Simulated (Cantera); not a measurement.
What does this Cantera script print?

```python
import numpy as np
import cantera as ct

gas_names = """
    B BF BF2 BF3 BN BO BOF BOF2 BO2 B2 B2O B2O2 B2O3 B3O3F3 F FO FO2 F2 F2O N NF NF2 NF3 NO NO2 NO3 N2
    N2O O O2 O3
""".split()
cond_names = """
    B(b) B(L) BN(s) B2O3(L)
""".split()


def load(file, names, dense=False):
    # The tables refer to 1 bar. Condensed volumes are neglected.
    table = {s.name: s for s in ct.Species.list_from_file(file)}
    out = []
    for n in names:
        d = dict(table[n].input_data)
        d["thermo"] = dict(d["thermo"], **{"reference-pressure": 1e5})
        if dense:
            d["equation-of-state"] = {"model": "constant-volume", "density": "1e6 g/cm^3"}
        out.append(ct.Species.from_dict(d))
    return out


gas = ct.Solution(thermo="ideal-gas", species=load("nasa_gas.yaml", gas_names))
cond = {s.name: ct.Solution(thermo="fixed-stoichiometry", species=[s], name=s.name)
        for s in load("nasa_condensed.yaml", cond_names, dense=True)}
atoms = {
    'BF3': {'B': 1, 'F': 3},
    'O2': {'O': 2},
    'N2': {'N': 2},
}
top_T = {'BN(s)': 3200}  # K; cautious upper limits of use, not melting points


def equilibrate(T, P, feed):
    n = {}
    for name, mol in feed.items():
        for a, k in atoms[name].items():
            n[a] = n.get(a, 0.0) + k * mol
    gas.TPX = T, P, n
    mass = sum(n.values()) * gas.mean_molecular_weight
    gas.equilibrate("TP")
    valid = [c for c in cond.values() if c.min_temp <= T <= top_T.get(c.name, c.max_temp)]
    mix = ct.Mixture([(gas, mass / gas.mean_molecular_weight)] + [(c, 0.0) for c in valid])
    mix.T, mix.P = T, P
    mix.equilibrate("TP", solver="vcs", rtol=1e-11, max_steps=5000)
    return mix


results = []
feed = {'BF3': 1, 'O2': 1.2, 'N2': 2.1}  # mol
P = 10000  # Pa
for T in [998, 1098, 1198, 1298, 1398, 1498, 1598, 1698, 1798, 1898, 1998, 2098, 2198, 2298]:
    mix = equilibrate(T, P, feed)
    results.append((T, P, feed, dict(zip(mix.species_names, mix.species_moles))))

top = {s: max(r[3][s] / sum(r[3][g] for g in gas_names) for r in results) for s in gas_names}
cols = sorted((s for s in top if top[s] > 0.001), key=lambda s: -top[s])[:5]
seen = [c for c in cond_names if any(r[3].get(c, 0) > 1e-12 for r in results)]
print("log10 of partial pressures in bar; condensed amounts in mol")
print(f"{'T/K':>10s}" + "".join(f"{s[:9]:>10s}" for s in cols + seen))
for T, P, feed, n in results:
    ng = sum(n[g] for g in gas_names)
    print(f"{T:10.4g}" + "".join(f"{np.log10(max(n[s] / ng * P / 1e5, 1e-99)):10.3f}" for s in cols)
          + "".join(f"{n.get(c, 0):10.4g}" for c in seen))
```

Output:

```
log10 of partial pressures in bar; condensed amounts in mol
       T/K        N2        O2       BF3         F       BOF
       998    -1.311    -1.554    -1.633    -9.149   -10.266
      1098    -1.311    -1.554    -1.633    -8.167    -8.888
      1198    -1.311    -1.554    -1.633    -7.307    -7.825
      1298    -1.311    -1.555    -1.633    -6.554    -6.974
      1398    -1.312    -1.555    -1.633    -5.897    -6.267
      1498    -1.312    -1.555    -1.634    -5.321    -5.666
      1598    -1.312    -1.556    -1.634    -4.815    -5.145
      1698    -1.313    -1.557    -1.634    -4.367    -4.688
      1798    -1.313    -1.558    -1.635    -3.968    -4.284
      1898    -1.314    -1.561    -1.637    -3.611    -3.923
      1998    -1.316    -1.564    -1.640    -3.291    -3.600
      2098    -1.319    -1.571    -1.647    -3.002    -3.310
      2198    -1.323    -1.581    -1.658    -2.742    -3.049
      2298    -1.329    -1.597    -1.677    -2.508    -2.814
```

Equilibrium computed with Cantera from the NASA thermochemical tables; the gas is ideal and each condensed phase is pure. The tables' values for BF2 are old estimates; treat these amounts as uncertain.
